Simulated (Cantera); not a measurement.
Mixture: CH4 : C2H6 : O2 : N2 = 1 : 0.032 : 1.76 : 6.62 (molar parts), at 0.987 atm, adiabatic and at constant volume. Ignition delay is the time to a rise of 400 K.

Model: GRI-Mech 3.0 (53 species, 325 reactions), integrated in Cantera.

What does this change do: C2H6 0.032 to 0.075 parts?


| quantity | before | after |
|---|---|---|
| delay at 1298 K | 5.74 ms | 2.83 ms |
| delay at 1448 K | 0.942 ms | 0.557 ms |
| delay at 1598 K | 0.209 ms | 0.139 ms |
| delay at 1748 K | 68.6 µs | 48.6 µs |
| delay at 1898 K | 31.1 µs | 22.6 µs |
| apparent activation energy between 1748 and 1898 K | 150 kJ/mol | 140 kJ/mol |
